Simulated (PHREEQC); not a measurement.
Brine

Make-up at 25 °C: 2.4 mol/kgw HCl and 0.44 mol/kgw MgSO4. Closed to the air; pH follows from the charge balance.

The numbers come from PHREEQC with the Pitzer model, pitzer.dat.

No solid was allowed to form.

Estimate the pH.

pH -0.75.

In which forms is S present?

HSO4- 76 %, SO4-2 24 % of the S.

In brines, pH and single-ion activities rest on the MacInnes convention.
